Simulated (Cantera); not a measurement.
Cantera run:

```python
import numpy as np
import cantera as ct

gas_names = """
    H HNO HNO2 HNO3 HO2 H2 H2O H2O2 N NH NH2 NH3 NH2OH NO NO2 NO3 N2 N2H2 N2H4 N2O O OH O2 O3 Pb PbO Pb2
""".split()
cond_names = """
    H2O(s) H2O(L) Pb(cr) Pb(L) PbO(rd) PbO(yw) PbO(L) PbO2(s) Pb3O4(s)
""".split()


def load(file, names, dense=False):
    # The tables refer to 1 bar. Condensed volumes are neglected.
    table = {s.name: s for s in ct.Species.list_from_file(file)}
    out = []
    for n in names:
        d = dict(table[n].input_data)
        d["thermo"] = dict(d["thermo"], **{"reference-pressure": 1e5})
        if dense:
            d["equation-of-state"] = {"model": "constant-volume", "density": "1e6 g/cm^3"}
        out.append(ct.Species.from_dict(d))
    return out


gas = ct.Solution(thermo="ideal-gas", species=load("nasa_gas.yaml", gas_names))
cond = {s.name: ct.Solution(thermo="fixed-stoichiometry", species=[s], name=s.name)
        for s in load("nasa_condensed.yaml", cond_names, dense=True)}
atoms = {
    'Pb': {'Pb': 1},
    'H2O': {'H': 2, 'O': 1},
    'N2': {'N': 2},
}
top_T = {'Pb3O4(s)': 820}  # K; cautious upper limits of use, not melting points


def equilibrate(T, P, feed):
    n = {}
    for name, mol in feed.items():
        for a, k in atoms[name].items():
            n[a] = n.get(a, 0.0) + k * mol
    gas.TPX = T, P, n
    mass = sum(n.values()) * gas.mean_molecular_weight
    gas.equilibrate("TP")
    valid = [c for c in cond.values() if c.min_temp <= T <= top_T.get(c.name, c.max_temp)]
    mix = ct.Mixture([(gas, mass / gas.mean_molecular_weight)] + [(c, 0.0) for c in valid])
    mix.T, mix.P = T, P
    mix.equilibrate("TP", solver="vcs", rtol=1e-11, max_steps=5000)
    return mix


results = []
feed = {'Pb': 1, 'H2O': 0.28, 'N2': 61}  # mol
P = 87  # Pa
for T in [773, 873, 973, 1073, 1173, 1273, 1373, 1473, 1573, 1673, 1773]:
    mix = equilibrate(T, P, feed)
    results.append((T, P, feed, dict(zip(mix.species_names, mix.species_moles))))
    x = sorted(zip(gas.X, gas.species_names), reverse=True)
    print(f"T = {T:g} K  P = {P:g} Pa  gas = {mix.phase_moles(0):.4g} mol")
    print("   x: " + "  ".join(f"{s} {v:.3e}" for v, s in x if v > 0.001))
    print("   condensed (mol): " + ("  ".join(f"{mix.phase(i).name} {mix.phase_moles(i):.4g}"
          for i in range(1, mix.n_phases) if mix.phase_moles(i) > 1e-12) or "none"))
```

It prints:

```
T = 773 K  P = 87 Pa  gas = 61.28 mol
   x: N2 9.954e-01  H2O 4.569e-03
   condensed (mol): Pb(L) 0.9984  PbO(yw) 1.425e-05
T = 873 K  P = 87 Pa  gas = 61.32 mol
   x: N2 9.947e-01  H2O 4.565e-03
   condensed (mol): Pb(L) 0.9551
T = 973 K  P = 87 Pa  gas = 61.9 mol
   x: N2 9.854e-01  Pb 1.005e-02  H2O 4.514e-03
   condensed (mol): Pb(L) 0.377
T = 1073 K  P = 87 Pa  gas = 62.28 mol
   x: N2 9.794e-01  Pb 1.603e-02  H2O 4.473e-03
   condensed (mol): none
T = 1173 K  P = 87 Pa  gas = 62.28 mol
   x: N2 9.794e-01  Pb 1.601e-02  H2O 4.454e-03
   condensed (mol): none
T = 1273 K  P = 87 Pa  gas = 62.28 mol
   x: N2 9.794e-01  Pb 1.599e-02  H2O 4.428e-03
   condensed (mol): none
T = 1373 K  P = 87 Pa  gas = 62.28 mol
   x: N2 9.794e-01  Pb 1.595e-02  H2O 4.391e-03
   condensed (mol): none
T = 1473 K  P = 87 Pa  gas = 62.28 mol
   x: N2 9.794e-01  Pb 1.591e-02  H2O 4.340e-03
   condensed (mol): none
T = 1573 K  P = 87 Pa  gas = 62.28 mol
   x: N2 9.794e-01  Pb 1.587e-02  H2O 4.260e-03
   condensed (mol): none
T = 1673 K  P = 87 Pa  gas = 62.29 mol
   x: N2 9.793e-01  Pb 1.584e-02  H2O 4.111e-03
   condensed (mol): none
T = 1773 K  P = 87 Pa  gas = 62.3 mol
   x: N2 9.791e-01  Pb 1.584e-02  H2O 3.826e-03
   condensed (mol): none
```

Method: chemical equilibrium by Gibbs-energy minimisation in Cantera with the NASA 1993 tables (ideal gas, pure condensed phases).
